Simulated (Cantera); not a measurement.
# Premixed flame

A freely propagating, adiabatic, planar premixed flame of 52.2 % H2, 10.0 % O2, 37.8 % N2, equivalence ratio 2.6, unburnt at 575 K and 0.360 bar; unity-Lewis-number transport, grid criteria slope 0.08 and curve 0.16, no radiation.

Detailed kinetics in Cantera: the H2/O2 subset of GRI-Mech 3.0, which has no nitrogen chemistry. Unity Lewis numbers drop preferential diffusion, which matters most where H2 and H carry the flame. Burning velocities carry a grid error of a few per cent, more on coarse grids.

```tsv
z (mm)	T (K)	u (m/s)	x H2	x O2	x O	x H2O	x OH	x HO2
-4.72	575	4.24	0.522	0.100	<1e-8	<1e-8	<1e-8	<1e-8
-3.15	575	4.24	0.522	0.100	<1e-8	2.31e-7	<1e-8	1.21e-8
-2.36	575	4.24	0.522	0.100	<1e-8	2.21e-6	<1e-8	1.16e-7
-1.57	575	4.24	0.522	0.100	<1e-8	4.52e-5	<1e-8	2.34e-6
-0.787	607	4.47	0.519	0.0983	8.53e-6	0.00412	1.34e-5	8.20e-5
-0.394	800	5.82	0.491	0.0841	0.000201	0.0347	0.000174	5.42e-5
0	1158	8.25	0.381	0.0374	0.00168	0.130	0.001000	1.68e-5
0.394	1378	9.69	0.301	0.00557	0.00110	0.196	0.00162	2.22e-6
0.787	1478	10.3	0.295	0.000719	0.000588	0.208	0.00183	2.62e-7
1.57	1586	11.0	0.304	0.000154	0.000465	0.211	0.00209	5.55e-8
3.15	1698	11.6	0.316	0.000107	0.000354	0.213	0.00219	3.81e-8
6.30	1805	12.3	0.327	6.70e-5	0.000229	0.215	0.00206	2.50e-8
12.6	1897	12.8	0.336	3.57e-5	0.000126	0.217	0.00172	1.48e-8
```
x: mole fraction of selected species; z is measured from the peak of heat release.

The laminar burning velocity is 424 cm/s, the thermal thickness is 1.57 mm and the peak x(O) is 0.00182. The peak x(OH) comes out as 0.00219, the peak x(HO2) is 8.75e-5 and the grid points is 135.
